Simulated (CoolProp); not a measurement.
The fluoroketone C6F12O (FK-5-1-12) along the isobar 50.5 bar: density (kg/m³) from the reference equation and from simpler models built on Tc = 441.8 K, pc = 18.69 bar, ω = 0.471; each cubic takes its own stable root.

Computed with CoolProp (reference Helmholtz-energy equation of state, McLinden 2015).

```
T (K)          phase  reference
-----  -------------  ---------
258.5         liquid       1731
275.8         liquid       1686
293           liquid       1639
310.3         liquid       1591
327.5         liquid       1541
344.8         liquid       1489
362           liquid       1435
379.3         liquid       1377
396.5         liquid       1315
413.8         liquid       1247
431           liquid       1172
448.3  supercritical       1087
465.5  supercritical      989.6
482.8  supercritical      878.8
500    supercritical      764.4
```

**Question.** How far does each simpler model (van der Waals, Soave-Redlich-Kwong, Peng-Robinson) lie from the reference over these 15 states: mean and median of the absolute difference, and the worst?

**Answer.** 
- van der Waals: mean 31.6 %, median 34.8 %, worst -39.4 % at 258.5 K and 50.5 bar
- Soave-Redlich-Kwong: mean 9.3 %, median 8.5 %, worst -13.1 % at 482.8 K and 50.5 bar
- Peng-Robinson: mean 3.5 %, median 3.7 %, worst -5.9 % at 500 K and 50.5 bar
